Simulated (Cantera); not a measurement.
What does this Cantera script print?

```python
import numpy as np
import cantera as ct

gas_names = """
    CL CL2 H HCL H2 Si SiCL SiCL2 SiCL3 SiCL4 SiH SiHCL3 SiH2 SiH2CL2 SiH3 SiH3CL SiH4 Si2 Si3
""".split()
cond_names = """
    Si(cr) Si(L)
""".split()


# ... load() reads the species with a 1 bar reference pressure and builds the phases ...
atoms = {
    'Si3H8': {'Si': 3, 'H': 8},
    'Cl2': {'CL': 2},
    'H2': {'H': 2},
}
top_T = {}  # K; cautious upper limits of use, not melting points


# ... equilibrate(T, P, feed) seeds the gas with the atoms and calls Mixture.equilibrate('TP', solver="vcs", rtol=1e-11, max_steps=5000) ...
results = []
T = 1175  # K
P = 10000  # Pa
for m in [0.061, 0.085, 0.12, 0.17, 0.24, 0.33, 0.47]:
    feed = {'Si3H8': 1, 'Cl2': m, 'H2': 8.3}  # mol
    mix = equilibrate(T, P, feed)
    results.append((T, P, feed, dict(zip(mix.species_names, mix.species_moles))))
    x = sorted(zip(gas.X, gas.species_names), reverse=True)
    print(f"T = {T:g} K  P = {P:g} Pa  n(Cl2) = {m:g} mol  gas = {mix.phase_moles(0):.4g} mol")
    print("   x: " + "  ".join(f"{s} {v:.3e}" for v, s in x if v > 1e-05))
    print("   condensed (mol): " + ("  ".join(f"{mix.phase(i).name} {mix.phase_moles(i):.4g}"
          for i in range(1, mix.n_phases) if mix.phase_moles(i) > 1e-12) or "none"))
```

Result:

```
T = 1175 K  P = 10000 Pa  n(Cl2) = 0.061 mol  gas = 12.36 mol
   x: H2 9.906e-01  HCL 9.135e-03  SiCL2 1.922e-04  SiHCL3 5.523e-05  SiCL4 2.160e-05  SiCL3 2.061e-05  SiH2CL2 1.811e-05
   condensed (mol): Si(cr) 2.996
T = 1175 K  P = 10000 Pa  n(Cl2) = 0.085 mol  gas = 12.38 mol
   x: H2 9.872e-01  HCL 1.217e-02  SiCL2 3.420e-04  SiHCL3 1.309e-04  SiCL4 6.842e-05  SiCL3 4.894e-05  SiH2CL2 3.212e-05
   condensed (mol): Si(cr) 2.992
T = 1175 K  P = 10000 Pa  n(Cl2) = 0.12 mol  gas = 12.41 mol
   x: H2 9.827e-01  HCL 1.598e-02  SiCL2 5.930e-04  SiHCL3 2.982e-04  SiCL4 2.057e-04  SiCL3 1.117e-04  SiH2CL2 5.544e-05
   condensed (mol): Si(cr) 2.984
T = 1175 K  P = 10000 Pa  n(Cl2) = 0.17 mol  gas = 12.45 mol
   x: H2 9.771e-01  HCL 2.040e-02  SiCL2 9.712e-04  SiHCL3 6.233e-04  SiCL4 5.518e-04  SiCL3 2.342e-04  SiH2CL2 9.028e-05
   condensed (mol): Si(cr) 2.969
T = 1175 K  P = 10000 Pa  n(Cl2) = 0.24 mol  gas = 12.5 mol
   x: H2 9.703e-01  HCL 2.513e-02  SiCL2 1.485e-03  SiCL4 1.289e-03  SiHCL3 1.174e-03  SiCL3 4.426e-04  SiH2CL2 1.371e-04
   condensed (mol): Si(cr) 2.943
T = 1175 K  P = 10000 Pa  n(Cl2) = 0.33 mol  gas = 12.57 mol
   x: H2 9.628e-01  HCL 2.969e-02  SiCL4 2.551e-03  SiCL2 2.088e-03  SiHCL3 1.951e-03  SiCL3 7.383e-04  SiH2CL2 1.913e-04
   condensed (mol): Si(cr) 2.905
T = 1175 K  P = 10000 Pa  n(Cl2) = 0.47 mol  gas = 12.66 mol
   x: H2 9.526e-01  HCL 3.487e-02  SiCL4 4.957e-03  SiHCL3 3.193e-03  SiCL2 2.911e-03  SiCL3 1.215e-03  SiH2CL2 2.638e-04
   condensed (mol): Si(cr) 2.841
```

Equilibrium computed with Cantera from the NASA thermochemical tables; the gas is ideal and each condensed phase is pure. The feed counts by its element totals alone. The tables' values for SiCl3 are old estimates; treat these amounts as uncertain.
